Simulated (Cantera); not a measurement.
A closed system holds: 1 mol Si, 0.16 mol N2O, 1.1 mol H2, held at 35.0 Pa.

These are equilibrium values from Cantera (NASA tables, ideal gas, pure condensed phases), not measurements of a reactor. Candidate condensed phases: H2O, Si, SiO2, Si2N2O, Si3N4; 35 gas species. Rates play no part. All values below are at 1625 K.

Base state: H2 0.771, SiO 0.112, N2 0.112, H 0.00331, Si 0.000465, SiH 1.52e-5 (mole fractions); condensed: Si(s).

Task: What changes in the equilibrium state with this change: Si replaced by SiC?

Result: 
```
species        before    after
-----------  --------  -------
H2              0.771    0.772
N2              0.112    0.112
CO                  0   0.0563
SiO             0.112   0.0562
Si           0.000465  9.44e-5
HCN                 0  3.96e-5
SiH           1.52e-5  3.09e-6
H             0.00331  0.00331
Si(s), mol      0.839        0
SiC(s), mol         0    0.920
```
Further candidate phases: C, C6H6, C7H8, C8H18, SiC.
